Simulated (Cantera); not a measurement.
Input (Python, Cantera) and output of one run.

```python
import numpy as np
import cantera as ct

gas_names = """
    N NO NO2 NO3 N2 N2O O O2 O3 Si SiN SiO SiO2 Si2 Si2N Si3
""".split()
cond_names = """
    Si(cr) Si(L) SiO2(Lqz) SiO2(hqz) SiO2(L) Si2N2O(s) Si3N4(a)
""".split()


def load(file, names, dense=False):
    # The tables refer to 1 bar. Condensed volumes are neglected.
    table = {s.name: s for s in ct.Species.list_from_file(file)}
    out = []
    for n in names:
        d = dict(table[n].input_data)
        d["thermo"] = dict(d["thermo"], **{"reference-pressure": 1e5})
        if dense:
            d["equation-of-state"] = {"model": "constant-volume", "density": "1e6 g/cm^3"}
        out.append(ct.Species.from_dict(d))
    return out


gas = ct.Solution(thermo="ideal-gas", species=load("nasa_gas.yaml", gas_names))
cond = {s.name: ct.Solution(thermo="fixed-stoichiometry", species=[s], name=s.name)
        for s in load("nasa_condensed.yaml", cond_names, dense=True)}
atoms = {
    'Si3N4': {'Si': 3, 'N': 4},
    'N2O': {'N': 2, 'O': 1},
    'N2': {'N': 2},
}
top_T = {'Si2N2O(s)': 2100, 'Si3N4(a)': 2400}  # K; cautious upper limits of use, not melting points


def equilibrate(T, P, feed):
    n = {}
    for name, mol in feed.items():
        for a, k in atoms[name].items():
            n[a] = n.get(a, 0.0) + k * mol
    gas.TPX = T, P, n
    mass = sum(n.values()) * gas.mean_molecular_weight
    gas.equilibrate("TP")
    valid = [c for c in cond.values() if c.min_temp <= T <= top_T.get(c.name, c.max_temp)]
    mix = ct.Mixture([(gas, mass / gas.mean_molecular_weight)] + [(c, 0.0) for c in valid])
    mix.T, mix.P = T, P
    mix.equilibrate("TP", solver="vcs", rtol=1e-11, max_steps=5000)
    return mix


results = []
feed = {'Si3N4': 1, 'N2O': 0.012, 'N2': 2.3}  # mol
T = 1748.15  # K
for P in [0.1, 0.75, 5.6, 42, 320, 2400, 18000, 130000, 1000000]:
    mix = equilibrate(T, P, feed)
    results.append((T, P, feed, dict(zip(mix.species_names, mix.species_moles))))

top = {s: max(r[3][s] / sum(r[3][g] for g in gas_names) for r in results) for s in gas_names}
cols = sorted((s for s in top if top[s] > 1e-06), key=lambda s: -top[s])[:6]
seen = [c for c in cond_names if any(r[3].get(c, 0) > 1e-12 for r in results)]
print("log10 of partial pressures in bar; condensed amounts in mol")
print(f"{'P/Pa':>10s}" + "".join(f"{s[:9]:>10s}" for s in cols + seen))
for T, P, feed, n in results:
    ng = sum(n[g] for g in gas_names)
    print(f"{P:10.4g}" + "".join(f"{np.log10(max(n[s] / ng * P / 1e5, 1e-99)):10.3f}" for s in cols)
          + "".join(f"{n.get(c, 0):10.4g}" for c in seen))
```

Output:

```
log10 of partial pressures in bar; condensed amounts in mol
      P/Pa        N2        Si       SiO       Si2      Si2N       SiN     Si(L) Si2N2O(s)  Si3N4(a)
       0.1    -6.229    -6.390    -8.784    -9.233   -10.112    -9.790         0         0         0
      0.75    -5.221    -5.836    -7.776    -8.125    -8.500    -8.732     1.921         0         0
       5.6    -4.265    -5.836    -6.820    -8.125    -8.022    -8.254     2.869         0         0
        42    -3.380    -5.836    -5.935    -8.125    -7.579    -7.811     2.972         0         0
       320    -2.496    -5.836    -5.052    -8.125    -7.138    -7.369     2.986         0         0
      2400    -1.621    -6.378    -4.121    -9.209    -7.784    -7.474         0  0.004667    0.9944
   1.8e+04    -0.745    -6.962    -4.413   -10.377    -8.514    -7.620         0    0.0115    0.9922
   1.3e+05     0.114    -7.535    -4.699   -11.522    -9.230    -7.763         0   0.01196     0.992
     1e+06     1.000    -8.125    -4.995   -12.703    -9.968    -7.910         0     0.012     0.992
```

Equilibrium computed with Cantera from the NASA thermochemical tables; the gas is ideal and each condensed phase is pure. Mutual solubility and eutectic melting of coexisting phases are not modelled. The tables' values for SiN are old estimates; treat these amounts as uncertain.
